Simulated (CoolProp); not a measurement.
Saturation properties of trans-2-butene (Tc = 428.6 K, pc = 40.19 bar, ω = 0.210).

The numbers come from the reference Helmholtz-energy equation of state, Lemmon 2005 in CoolProp. It is a short technical equation, of lower accuracy than the large ones.

| T (K) | p (bar) | liquid density (kg/m³) | enthalpy of vaporisation (kJ/kg) |
|---|---|---|---|
| 212.1 | … | 692.2 | 457.4 |
| 216.9 | 0.05810 | 687.3 | 453.6 |
| 221.7 | 0.07892 | 682.3 | 449.8 |
| 226.5 | 0.1056 | … | 445.9 |
| 231.3 | 0.1394 | … | 442.0 |
| 236 | 0.1806 | … | 438.2 |
| 240.8 | … | … | 434.3 |
| 245.6 | 0.2959 | 657.4 | 430.3 |

Task: Fill in the missing entries.

Result: 
- 212.1, p (bar): 0.04208
- 226.5, liquid density (kg/m³): 677.4
- 231.3, liquid density (kg/m³): 672.4
- 236, liquid density (kg/m³): 667.5
- 240.8, p (bar): 0.2325
- 240.8, liquid density (kg/m³): 662.4

It boils at 274.0 K under 1 atm.
